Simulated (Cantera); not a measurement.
An isothermal plug-flow reactor at 600 K and 2.20 bar (inlet), inlet velocity 1.1 m/s, active area per volume 310 1/m; feed H₂ : O₂ : N₂ = 0.004 : 0.019 : 0.79 (molar parts), equivalence ratio 0.11.

Cantera simulation using Deutschmann's 1995 Pt surface mechanism with GRI-Mech 3.0 gas chemistry; the numbers are that mechanism's predictions, not measurements. Catalytic surfaces can have several steady states; this one follows from the mechanism file's or the stated starting coverage. Mass transfer to the wall is taken as infinitely fast.

```tsv
quantity	before	after
x(H₂) at z = 0.011 m	0.000136	0.000176
x(O₂) at z = 0.011 m	0.0210	0.0210
x(H₂O) at z = 0.011 m	0.00480	0.00476
θ(free Pt) at the exit	0.0108	0.0138
θ(O*) at the exit	0.985	0.981
θ(OH*) at the exit	0.00458	0.00516
```

Q: What was changed between the two runs?
A. area per volume 310 to 240 1/m
B. N2 0.79 to 2 parts
C. N2 0.79 to 2.2 parts
D. H2 0.004 to 0.0097 parts

A: A, area per volume 310 to 240 1/m
